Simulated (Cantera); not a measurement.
A perfectly stirred reactor is fed with CO : H2 : O2 : N2 : CO2 = 1 : 0.085 : 0.723 : 2.72 : 0.45 (molar parts), equivalence ratio 0.75, at 1.01 bar; it is adiabatic with a 700 K inlet, and is followed from long to short residence time, starting on the burning branch (τ in s: 0.051, 0.023, 0.01, 0.0045, 0.002, 0.00088, 0.00039, 0.00017, 7.6e-05).

Computed with Cantera and GRI-Mech 3.0 (53 species, 325 reactions).

x: mole fraction; the columns are a selection and need not sum to one.

```csv
τ (s),T (K),x CO,x H2,x O2,x H2O2,x NO,x OH,x O
0.051,2158,0.0224,0.000249,0.0495,2.09e-8,0.00136,(withheld),0.00164
0.023,2104,0.0298,0.000342,0.0529,2.91e-8,0.000706,(withheld),0.00246
0.010,2030,0.0393,0.000474,0.0571,4.47e-8,0.000308,0.00296,0.00375
0.0045,1944,0.0496,0.000629,0.0613,7.09e-8,0.000136,0.00319,0.00549
0.0020,1844,0.0608,0.000810,0.0658,1.19e-7,7.12e-5,0.00327,0.00781
0.00088,1726,0.0731,0.00100,0.0707,2.15e-7,4.70e-5,0.00312,0.0106
0.00039,1586,0.0884,0.00119,0.0775,4.11e-7,3.03e-5,(withheld),0.0128
0.00017,1323,0.128,0.00190,0.0995,1.12e-6,5.63e-6,(withheld),0.00839
7.6e-5,700,0.201,0.0171,0.145,<1e-12,<1e-12,<1e-12,<1e-12
```

Fill in the missing entries.


- 0.051, x OH: 0.00229
- 0.023, x OH: 0.00263
- 0.00039, x OH: 0.00264
- 0.00017, x OH: 0.00137
